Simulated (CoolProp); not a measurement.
Vapour-liquid equilibrium of carbon dioxide (1) + propane (2) at 264 K; x and y are mole fractions of (1).

Values from CoolProp's multi-fluid Helmholtz-energy mixture model, Span 1996 and Lemmon 2009; pair parameters Kunz 2012.

| x | bubble pressure, mixture model (MPa) | bubble pressure, Raoult's law (MPa) | y, mixture model | y, Raoult's law |
|---|---|---|---|---|
| 0.05 | [?] | 0.4730 | 0.359 | 0.287 |
| 0.125 | 0.8523 | 0.6499 | [?] | 0.522 |
| 0.2 | [?] | 0.8267 | 0.701 | 0.656 |
| 0.275 | 1.393 | 1.004 | 0.763 | 0.743 |
| 0.35 | 1.610 | 1.180 | 0.801 | 0.804 |
| 0.425 | 1.791 | 1.357 | 0.827 | 0.850 |
| 0.5 | 1.941 | 1.534 | 0.847 | 0.884 |
| 0.575 | 2.068 | 1.711 | 0.864 | 0.912 |
| 0.65 | 2.183 | 1.888 | 0.880 | 0.934 |
| 0.725 | 2.293 | 2.065 | 0.897 | 0.953 |
| 0.8 | 2.404 | 2.242 | 0.916 | 0.968 |
| 0.875 | 2.519 | 2.419 | 0.940 | 0.982 |
| 0.95 | 2.637 | 2.595 | 0.972 | 0.993 |

### Question
Complete the blanks.

### Answer

- 0.05, bubble pressure, mixture model (MPa): 0.5525
- 0.125, y, mixture model: 0.592
- 0.2, bubble pressure, mixture model (MPa): 1.137

The largest gap from Raoult's law is +38.7 % in bubble pressure, at x = 0.275. No azeotrope shows between x = 0.05 and 0.95.

Pair parameters are fitted to limited data, so mixtures are less certain than the pure fluids.
